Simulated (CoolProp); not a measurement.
Decamethylcyclopentasiloxane (D5) at 298.15 K and 0.423 MPa is throttled through a valve to 0.0645 MPa with no heat exchange. Each further row changes one setting.

Model: reference Helmholtz-energy equation of state, Thol 2019, in CoolProp.

```json
[
 {"case": "as stated", "temperature change (K)": "+0.1", "final density (kg/m³)": "954"},
 {"case": "outlet pressure 0.0193 MPa", "temperature change (K)": "+0.2", "final density (kg/m³)": "953"},
 {"case": "outlet pressure 0.0839 MPa", "temperature change (K)": "+0.1", "final density (kg/m³)": "954"}
]
```
